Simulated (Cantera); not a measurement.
An isothermal, constant-pressure homogeneous reactor starts with 2.03 % CO, 0.822 % O2, 0.464 % H2O, 96.7 % N2, equivalence ratio 1.2, at 1000 K and 1000000 Pa.

Model: GRI-Mech 3.0 (53 species, 325 reactions), integrated in Cantera.

One state of this run: x CO = 0.00384; x O2 = 1.01e-5; x H2O = 0.00460; x NO = 4.37e-10; x H2 = 8.15e-5. x: mole fraction; the columns are a selection and need not sum to one.

### Question
Which value of t (s) does it belong to?
A. 13.7
B. 0.319
C. 0.00741
D. 2.62e-5

### Answer
A, 13.7
